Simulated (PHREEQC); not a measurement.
## Ultrapure water in contact with air or piping (model solution)

Model water analysis in mg/L, 25 °C, pH 5.61, pe 0: Na 0.0486; K 0.0112; Ca 0.0719; Mg 0.0673; Cl 0.151; S(6) as SO4 0.121; Alkalinity as HCO3 0.271; N(-3) as NH4 0.000346; Ba 0.0013.

Valence states are taken as typed.

Model: ion-association model, phreeqc.dat, run in PHREEQC.

Precipitation was switched off in this run.

Problem. Estimate the ionic strength.

Solution. ionic strength 1.97e-5 mol/kgw.

Problem. In which forms is C present?

Solution. CO2 85 %, HCO3- 15 % of the C.
